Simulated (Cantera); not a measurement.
An isothermal, constant-pressure homogeneous reactor starts with CO : O2 : H2O : N2 = 0.002 : 0.01 : 0.004 : 1 (molar parts), equivalence ratio 0.10, at 975 K and 1.00 bar. Integrator tolerance rtol = 1e-08.

Detailed kinetics in Cantera: GRI-Mech 3.0 (53 species, 325 reactions).

**Question.** What does this change do: pressure from 1.00 bar to 5.00 bar?

**Answer.** 
| quantity | before | after |
|---|---|---|
| x(CO) at 4.00 s | 0.000962 (gas-phase equilibrium <1e-12) | 0.00134 (gas-phase equilibrium <1e-12) |
| x(O2) at 4.00 s | 0.00935 (gas-phase equilibrium 0.00886) | 0.00953 (gas-phase equilibrium 0.00886) |
| x(H2O) at 4.00 s | 0.00393 (gas-phase equilibrium 0.00394) | 0.00394 (gas-phase equilibrium 0.00394) |
| x(NO2) at 4.00 s | 9.56e-11 (gas-phase equilibrium 7.18e-8) | 2.37e-11 (gas-phase equilibrium 1.61e-7) |
| x(CO2) at 4.00 s | 0.00101 (gas-phase equilibrium 0.00197) | 0.000632 (gas-phase equilibrium 0.00197) |
| x(NO) at 4.00 s | 8.11e-11 (gas-phase equilibrium 5.45e-6) | 1.47e-12 (gas-phase equilibrium 5.45e-6) |
